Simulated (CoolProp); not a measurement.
Values from CoolProp's reference Helmholtz-energy equation of state, Thol 2017.

Q: For octamethyltrisiloxane (MDM), give the phase and the cp (kJ/(kg K)), fugacity coefficient at 236.05 °C and 17.6 bar; 301.85 °C and 17.6 bar.

A: 
- 236.05 °C and 17.6 bar: liquid; cp 2.35, fugacity coefficient 0.300
- 301.85 °C and 17.6 bar: supercritical; cp 3.98, fugacity coefficient 0.607
